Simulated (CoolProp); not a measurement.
Hexamethyldisiloxane (MM) along the isobar 9440 kPa: density (kg/m³) from the reference equation and from simpler models built on Tc = 245.6 °C, pc = 1931 kPa, ω = 0.418; each cubic takes its own stable root.

The numbers come from the reference Helmholtz-energy equation of state, Thol 2016 in CoolProp.

```json
[
 {"T (°C)": "213.75", "phase": "liquid", "reference": "577.7", "Redlich-Kwong": "542.5", "Peng-Robinson": "616.9"},
 {"T (°C)": "227.05", "phase": "liquid", "reference": "562.0", "Redlich-Kwong": "529.8", "Peng-Robinson": "597.7"},
 {"T (°C)": "240.35", "phase": "liquid", "reference": "546.0", "Redlich-Kwong": "516.9", "Peng-Robinson": "577.9"},
 {"T (°C)": "253.65", "phase": "supercritical", "reference": "529.7", "Redlich-Kwong": "503.9", "Peng-Robinson": "557.5"},
 {"T (°C)": "266.95", "phase": "supercritical", "reference": "513.1", "Redlich-Kwong": "490.9", "Peng-Robinson": "536.5"},
 {"T (°C)": "280.35", "phase": "supercritical", "reference": "496.1", "Redlich-Kwong": "477.6", "Peng-Robinson": "515.1"},
 {"T (°C)": "293.65", "phase": "supercritical", "reference": "478.9", "Redlich-Kwong": "464.4", "Peng-Robinson": "493.6"},
 {"T (°C)": "306.95", "phase": "supercritical", "reference": "461.6", "Redlich-Kwong": "451.2", "Peng-Robinson": "472.2"},
 {"T (°C)": "320.25", "phase": "supercritical", "reference": "444.1", "Redlich-Kwong": "438.1", "Peng-Robinson": "451.1"},
 {"T (°C)": "333.55", "phase": "supercritical", "reference": "426.7", "Redlich-Kwong": "425.0", "Peng-Robinson": "430.5"},
 {"T (°C)": "346.85", "phase": "supercritical", "reference": "409.3", "Redlich-Kwong": "412.1", "Peng-Robinson": "410.6"}
]
```
